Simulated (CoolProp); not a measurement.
Vapour-liquid equilibrium of n-hexane (1) + hexamethyldisiloxane (MM) (2) at 0.701 MPa; x and y are mole fractions of (1).

Computed with CoolProp (multi-fluid Helmholtz-energy mixture model, Thol 2019 and Thol 2016; pair parameters Bell 2016).

```tsv
x	bubble temperature (K)	y at the bubble point	dew temperature at overall composition x (K)	liquid density (mol/L)
0.05	455.8	0.075	456.5	3.501
0.2	450.0	0.280	452.3	[?]
0.35	444.4	0.463	[?]	4.128
0.5	438.7	0.626	443.2	[?]
0.65	432.9	[?]	437.8	4.914
0.8	427.0	0.886	431.4	[?]
0.95	421.3	0.976	423.1	5.909
```

Fill in the missing entries.


- 0.2, liquid density (mol/L): 3.797
- 0.35, dew temperature at overall composition x (K): 447.9
- 0.5, liquid density (mol/L): 4.498
- 0.65, y at the bubble point: 0.768
- 0.8, liquid density (mol/L): 5.382

No azeotrope shows between x = 0.05 and 0.95.

The pair parameters rest on a limited set of measurements; away from them the model extrapolates.
